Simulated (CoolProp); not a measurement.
Vapour-liquid equilibrium of diethyl ether (1) + methanol (2) at 313.8 K; x and y are mole fractions of (1).

Model: multi-fluid Helmholtz-energy mixture model, Thol 2014 and de Reuck 1993; pair parameters Bell 2016, in CoolProp.

```csv
x,bubble pressure (bar),y at the bubble point,dew pressure at overall composition x (bar),liquid density (mol/L)
0.05,0.5320,0.337,0.3841,22.56
0.15,0.7720,0.573,0.4256,19.97
0.25,0.9229,0.664,0.4769,17.82
0.35,1.019,0.712,0.5418,16.03
0.45,1.083,0.745,0.6263,14.52
0.55,1.132,0.772,0.7400,13.23
0.65,1.174,0.801,0.8967,12.12
0.75,1.211,0.836,1.093,11.17
0.85,1.241,0.883,1.222,10.34
0.95,1.258,0.952,1.258,9.624
```

No azeotrope shows between x = 0.05 and 0.95.

The pair parameters rest on a limited set of measurements; away from them the model extrapolates. With so large a gap from Raoult's law the liquid may split in two, which this calculation doesn't test in full.
